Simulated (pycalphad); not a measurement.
Computed with pycalphad from the COST 507 light-alloy database (1999), at 1 atm. No gas phase is included, though pure Mg would boil below 1302 °C. The database dates from 1999; later assessments differ in places, in temperatures and in the compounds included. Amounts are mole fractions of atoms. Kinetics are ignored, which matters at the lower temperatures.

Q: Give the equilibrium state of Si-0.96Mg (at.%) at 1302 °C.

A: DIAMOND_A4, fraction 0.932, with no Mg at.%; LIQUID, fraction 0.068, with 14.1 Mg at.%.

Q: Give the equilibrium state of Si-0.96Mg (at.%) at 277 °C.

A: DIAMOND_A4, fraction 0.986, with no Mg at.%; MG2SI, fraction 0.014, with 66.7 Mg at.%.

Database names, with the compositions (at.%) that they take in these runs: MG2SI: Mg 67 Si 33. DIAMOND_A4 is diamond (Si). An entry "none" or "no" means that the model of the phase leaves that element out.
